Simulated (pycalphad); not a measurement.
Source of the numbers: pycalphad with the COST 507 light-alloy database (1999); pressure 1 atm. These are 1990s assessments: newer ones move some temperatures and phases. Phase fractions are per mole of atoms. Kinetics are ignored, which matters at the lower temperatures.

### Question
Give the equilibrium state of Si-22.7Y (at.%) at 1750 K.

### Answer
```
T = 1750.00 K, P = 101325 Pa, N = 1 mol of atoms
G = -128016 J/mol, H = 44488 J/mol, S = 98.57 J/(mol K)  (SER reference)
chemical potentials (J/mol): Si -92230, Y -249875
phase             fraction      x(Si)       x(Y)
LIQUID              0.9234     0.7818     0.2182
SI2Y_H              0.0766     0.6667     0.3333
```

### Question
Give the equilibrium state of Si-22.7Y (at.%) at 650 K.

### Answer
```
T = 650.00 K, P = 101325 Pa, N = 1 mol of atoms
G = -64694 J/mol, H = -41340 J/mol, S = 35.93 J/(mol K)  (SER reference)
chemical potentials (J/mol): Si -15618, Y -231811
phase             fraction      x(Si)       x(Y)
SI2Y_R              0.6810     0.6667     0.3333
DIAMOND_A4          0.3190     1.0000       none
```

Database names, with the compositions (at.%) that they take in these runs: SI2Y_H: Si 67 Y 33; SI2Y_R: Si 67 Y 33. DIAMOND_A4 is diamond (Si). An entry "none" or "no" means that the model of the phase leaves that element out.
